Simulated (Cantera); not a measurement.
A closed system holds: 1 mol SiHCl₃, 2.7 mol HCl, 21 mol N₂, held at 600 °C and 24.0 mbar.

Equilibrium computed with Cantera from the NASA thermochemical tables; the gas is ideal and each condensed phase is pure. Candidate condensed phases: NH₄Cl, Si, Si₃N₄; 28 gas species. N₂ is the only nitrogen source here; it is nearly inert below about 1500 K, so the nitride shown seldom forms there in practice. Equilibrium is a limit: real reactors are often held back by kinetics, nucleation or transport.

Base state: N₂ 0.842, HCl 0.101, SiCl₄ 0.0322, H₂ 0.0240, SiHCl₃ 1.64e-5 (mole fractions); condensed: Si₃N₄(s).

### Question
What changes in the equilibrium state with this change: HCl from 2.7 to 0.28 mol?

### Answer
| species | before | after |
|---|---|---|
| N₂ | 0.842 | 0.923 |
| HCl | 0.101 | 0.0461 |
| SiCl₄ | 0.0322 | 0.0250 |
| H₂ | 0.0240 | 0.00547 |
| SiHCl₃ | 1.64e-5 | 6.37e-6 |
| Si₃N₄(s), mol | 0.0675 | 0.146 |

### Question
What changes in the equilibrium state with this change: SiHCl₃ replaced by Si₃H₈?

### Answer
```
species         before     after
-------------  -------  --------
N₂               0.842     0.740
H₂              0.0240     0.157
HCl              0.101     0.102
SiCl₄           0.0322  0.000831
SiHCl₃         1.64e-5   2.76e-6
Si₃N₄(s), mol   0.0675     0.993
```
The feed counts by its element totals alone.
